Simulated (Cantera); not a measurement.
Input: 1 mol C₃H₈, 0.019 mol NH₃, 0.31 mol N₂, held at 2475 °C and 10000 Pa.

Method: chemical equilibrium by Gibbs-energy minimisation in Cantera with the NASA 1993 tables (ideal gas, pure condensed phases). Candidate condensed phases: C, C₆H₆, C₇H₈, C₈H₁₈; 92 gas species. Rates play no part.

Base state: H₂ 0.716, H 0.182, N₂ 0.0526, HCN 0.0241, C₂H₂ (acetylene) 0.0200, HNC 0.00366, C₂H 0.000587, CN 0.000486 (mole fractions); condensed: C(graphite).

Question: What changes in the equilibrium state with this change: pressure from 10000 Pa to 66000 Pa?

Answer: 
```json
[
 {"species": "H₂", "before": "0.716", "after": "0.815"},
 {"species": "H", "before": "0.182", "after": "0.0755"},
 {"species": "N₂", "before": "0.0526", "after": "0.0554"},
 {"species": "C₂H₂ (acetylene)", "before": "0.0200", "after": "0.0228"},
 {"species": "HCN", "before": "0.0241", "after": "0.0264"},
 {"species": "CH₄", "before": "5.37e-6", "after": "4.59e-5"},
 {"species": "C₂", "before": "1.59e-5", "after": "2.41e-6"},
 {"species": "C₃", "before": "0.000164", "after": "2.49e-5"},
 {"species": "C", "before": "3.69e-5", "after": "5.59e-6"},
 {"species": "CH₃", "before": "2.31e-5", "after": "7.20e-5"},
 {"species": "C(graphite), mol", "before": "2.66", "after": "2.65"}
]
```
